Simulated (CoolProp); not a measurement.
The fluid at 293.15 K and 0.716 MPa flows at 0.23 m/s in a round tube of 4.6 mm bore and 1.5 µm roughness, fully developed (64/Re and Nu = 3.66 if laminar; Colebrook and Gnielinski if turbulent). The same conditions are run with several fluids, on thermodynamics alone (safety and materials aside).

The numbers come from the reference Helmholtz-energy equation of state of each fluid (benzene: Thol 2012; n-heptane: Span 2003; R124: de Vries 1995; toluene: Lemmon 2006; o-xylene: Zhou 2012) in CoolProp.

**Question.** Rank benzene, n-heptane, R124, toluene, o-xylene by Reynolds number, highest first.

**Answer.** R124 (5470), n-heptane (1750), toluene (1550), benzene (1430), o-xylene (1140)

```tsv
fluid	Darcy friction factor	pressure drop (Pa/m)	heat-transfer coefficient (W/(m² K))	mass flow (kg/h)
benzene	0.0447	226	114	12.1
n-heptane	0.0367	144	98.6	9.42
R124	0.0368	291	563	18.9
toluene	0.0412	205	105	11.9
o-xylene	0.0560	284	105	12.1
```

Transport values come from each fluid's own correlations; those of R124 are estimates that may be off by 10 % or more.
